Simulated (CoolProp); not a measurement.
Properties of diethyl ether along the isobar 4.92 MPa (Tc = 467.9 K, pc = 3.717 MPa, ω = 0.282).

Computed with CoolProp (reference Helmholtz-energy equation of state, Thol 2014).

```json
[
 {"T (K)": "336.3", "phase": "liquid", "cp (kJ/(kg K))": "2.448", "cv (kJ/(kg K))": "1.848", "expansivity (1/kK)": "1.815"},
 {"T (K)": "354", "phase": "liquid", "cp (kJ/(kg K))": "2.518", "cv (kJ/(kg K))": "1.888", "expansivity (1/kK)": "1.989"},
 {"T (K)": "371.6", "phase": "liquid", "cp (kJ/(kg K))": "2.594", "cv (kJ/(kg K))": "1.932", "expansivity (1/kK)": "2.209"},
 {"T (K)": "389.3", "phase": "liquid", "cp (kJ/(kg K))": "2.681", "cv (kJ/(kg K))": "1.978", "expansivity (1/kK)": "2.501"},
 {"T (K)": "406.9", "phase": "liquid", "cp (kJ/(kg K))": "2.781", "cv (kJ/(kg K))": "2.028", "expansivity (1/kK)": "2.908"},
 {"T (K)": "424.5", "phase": "liquid", "cp (kJ/(kg K))": "2.910", "cv (kJ/(kg K))": "2.082", "expansivity (1/kK)": "3.531"},
 {"T (K)": "442.2", "phase": "liquid", "cp (kJ/(kg K))": "3.098", "cv (kJ/(kg K))": "2.143", "expansivity (1/kK)": "4.639"},
 {"T (K)": "459.8", "phase": "liquid", "cp (kJ/(kg K))": "3.459", "cv (kJ/(kg K))": "2.216", "expansivity (1/kK)": "7.197"},
 {"T (K)": "477.4", "phase": "supercritical", "cp (kJ/(kg K))": "4.835", "cv (kJ/(kg K))": "2.323", "expansivity (1/kK)": "19.06"},
 {"T (K)": "495.1", "phase": "supercritical", "cp (kJ/(kg K))": "5.250", "cv (kJ/(kg K))": "2.380", "expansivity (1/kK)": "27.24"},
 {"T (K)": "512.7", "phase": "supercritical", "cp (kJ/(kg K))": "3.502", "cv (kJ/(kg K))": "2.339", "expansivity (1/kK)": "11.80"},
 {"T (K)": "530.4", "phase": "supercritical", "cp (kJ/(kg K))": "3.075", "cv (kJ/(kg K))": "2.338", "expansivity (1/kK)": "7.722"},
 {"T (K)": "548", "phase": "supercritical", "cp (kJ/(kg K))": "2.905", "cv (kJ/(kg K))": "2.354", "expansivity (1/kK)": "5.856"}
]
```

The peak of cp marks the crossing from liquid-like to gas-like fluid above the critical point.
